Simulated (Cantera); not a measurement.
Input: 1 mol FeS2, 10 mol O2, 1.9 mol CO2, at 73.0 mbar.

Equilibrium computed with Cantera from the NASA thermochemical tables; the gas is ideal and each condensed phase is pure. Candidate condensed phases: C, Fe, Fe(CO)5, FeO, FeS, FeSO4, FeS2, Fe2O3, Fe2(SO4)3, Fe3O4, S; 25 gas species. Kinetics and transport are ignored.

x: gas mole fraction; n: condensed amount in mol.

| T (°C) | x O2 | x CO2 | x SO2 | x SO3 | x O | x CO | n Fe2(SO4)3(s) | n Fe2O3(s) |
|---|---|---|---|---|---|---|---|---|
| 550 | 0.724 | 0.219 | 0.00922 | 0.0483 | <1e-12 | <1e-12 | 0.500 | 0 |
| 600 | 0.627 | 0.182 | 0.0608 | 0.130 | … | <1e-12 | 0 | 0.500 |
| 650 | 0.633 | 0.179 | 0.0923 | 0.0956 | … | 2.96e-12 | 0 | 0.500 |
| 700 | 0.639 | 0.176 | 0.120 | 0.0650 | … | 1.93e-11 | 0 | 0.500 |
| 750 | 0.643 | 0.174 | 0.141 | 0.0423 | … | 1.05e-10 | 0 | 0.500 |
| 800 | 0.645 | 0.173 | 0.155 | 0.0273 | … | 4.89e-10 | 0 | 0.500 |
| 850 | 0.647 | 0.172 | 0.163 | 0.0178 | … | 1.99e-9 | 0 | 0.500 |
| 900 | 0.648 | 0.171 | 0.169 | 0.0118 | … | 7.18e-9 | 0 | 0.500 |
| 950 | 0.649 | 0.171 | 0.172 | 0.00802 | … | 2.33e-8 | 0 | 0.500 |
| 1000 | 0.649 | 0.171 | 0.174 | 0.00560 | … | 6.91e-8 | 0 | 0.500 |

**Question.** What belongs in the gaps?

**Answer.** 
- 600, x O: 5.56e-12
- 650, x O: 3.68e-11
- 700, x O: 2.00e-10
- 750, x O: 9.24e-10
- 800, x O: 3.70e-9
- 850, x O: 1.31e-8
- 900, x O: 4.16e-8
- 950, x O: 1.20e-7
- 1000, x O: 3.21e-7
